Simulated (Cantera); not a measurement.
## Low-pressure radical oxidation in H2/O2

An isothermal, constant-pressure homogeneous reactor starts with H2 : O2 = 0.21 : 1 (molar parts), at 975 K and 17.3 Torr.

Computed with Cantera and GRI-Mech 3.0 (53 species, 325 reactions). Radical loss at walls, strong at low pressure, is not modelled. The temperature is held fixed by assumption; the heat of reaction is taken as removed at once.

```
t (s)         x H2   x O2     x H2O       x H       x O     x HO2
--------  --------  -----  --------  --------  --------  --------
2.00e-5      0.174  0.826    <1e-12  2.24e-11  2.00e-12  2.39e-11
6.07e-5      0.174  0.826  1.29e-11  6.84e-11  1.61e-11  7.28e-11
0.000184     0.174  0.826  2.30e-10  3.04e-10  1.38e-10  2.26e-10
0.000558     0.174  0.826   1.04e-8   6.96e-9   3.84e-9  9.27e-10
0.00169      0.173  0.826   8.50e-5   5.31e-5   2.95e-5   1.91e-6
0.00514    0.00609  0.793     0.171    0.0146    0.0123   2.82e-5
0.0156    0.000462  0.809     0.189  0.000124  0.000727   1.22e-5
0.0473     5.48e-5  0.810     0.190   3.39e-6   6.82e-5   2.79e-6
0.143      6.22e-6  0.810     0.190   1.75e-7   9.35e-6   5.25e-7
0.435      5.89e-7  0.810     0.190   1.31e-8   1.68e-6   1.04e-7
1.32       7.07e-8  0.810     0.190   1.40e-9   3.84e-7   2.48e-8
4.00       1.50e-8  0.810     0.190  1.96e-10   1.04e-7   7.01e-9
```
x: mole fraction; the columns are a selection and need not sum to one.

Equilibrium at this temperature and pressure: H2 5.70e-11, O2 0.810, H2O 0.190, H <1e-12, O 4.31e-10, HO2 9.13e-10 (gas phase only).
